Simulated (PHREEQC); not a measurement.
## Sulfide liquor (model solution)

Dissolve 0.035 mol/kgw H2S and 0.00087 mol/kgw NaCl at 10 °C. Closed to the air; pH follows from the charge balance.

Model: ion-association model, phreeqc.dat, run in PHREEQC.

Each row changes one thing in this solution. Precipitation was switched off in this run.

```json
[
 {"case": "as made", "pH": "4.31", "ionic strength (mol/kgw)": "0.000920", "SI of Halite (NaCl)": "-7.71"},
 {"case": "NaCl from 0.00087 to 0.0013 mol/kgw", "pH": "4.31", "ionic strength (mol/kgw)": "0.00135", "SI of Halite (NaCl)": "-7.36"},
 {"case": "NaCl from 0.00087 to 0.000174 mol/kgw", "pH": "4.31", "ionic strength (mol/kgw)": "0.000224", "SI of Halite (NaCl)": "[?]"},
 {"case": "H2S left out", "pH": "7.26", "ionic strength (mol/kgw)": "0.000870", "SI of Halite (NaCl)": "-7.71"},
 {"case": "H2S from 0.035 to 0.0315 mol/kgw", "pH": "[?]", "ionic strength (mol/kgw)": "[?]", "SI of Halite (NaCl)": "-7.71"}
]
```

Q: Fill in the missing entries.

A: 
- NaCl from 0.00087 to 0.000174 mol/kgw, SI of Halite (NaCl): -9.09
- H2S from 0.035 to 0.0315 mol/kgw, pH: 4.33
- H2S from 0.035 to 0.0315 mol/kgw, ionic strength (mol/kgw): 0.000918

At this temperature some constants are extrapolated from 25 °C, and those without enthalpy data are left unchanged.
